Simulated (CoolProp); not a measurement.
A single-stage vapour-compression cycle with ammonia: evaporating at 215.15 K (dew point), condensing at 242.15 K (bubble point), superheat 5 K, subcooling 2 K, compressor efficiency 0.85, no pressure losses. Each further row changes one setting.

Model: reference Helmholtz-energy equation of state, Gao 2020, in CoolProp.

| case | cooling COP | pressure ratio | discharge temperature (K) | refrigerating effect (kJ/kg) | volumetric capacity (kJ/m³) |
|---|---|---|---|---|---|
| as stated | 5.83 | 4.57 | 331.5 | 1340 | 313 |
| evaporating temperature 220.15 K | 7.54 | 3.34 | 312.1 | 1350 | 422 |
| condensing temperature 237.15 K | 7.33 | 3.55 | 310.7 | 1360 | 318 |
| subcooling 7 K | 5.93 | 4.57 | 331.5 | 1360 | 318 |
| superheat 15 K | 5.66 | 4.57 | 345.8 | 1360 | 303 |
| compressor efficiency 0.75 | 5.15 | 4.57 | 345.4 | 1340 | 313 |
